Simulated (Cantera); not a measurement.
Mixture: 5.95 % CH4, 5.12 % H2, 24.1 % O2, 64.8 % N2, equivalence ratio 0.60, at 1000000 Pa, adiabatic and at constant pressure. Ignition delay is the time to a rise of 400 K.

Model: GRI-Mech 3.0 (53 species, 325 reactions), integrated in Cantera.

At T0 = 1673 K, what is the delay, and which 5 reactions control it most (d ln τ / d ln k, from doubling and halving each rate constant)?

The delay is 6.15 µs.
| reaction | d ln τ / d ln k | faster rate |
|---|---|---|
| H + O2 <=> O + OH | -0.95 | shortens it |
| H2 + OH <=> H + H2O | -0.35 | shortens it |
| CH4 + OH <=> CH3 + H2O | 0.29 | lengthens it |
| CH4 + H <=> CH3 + H2 | 0.22 | lengthens it |
| CH3 + HO2 <=> CH3O + OH | -0.18 | shortens it |
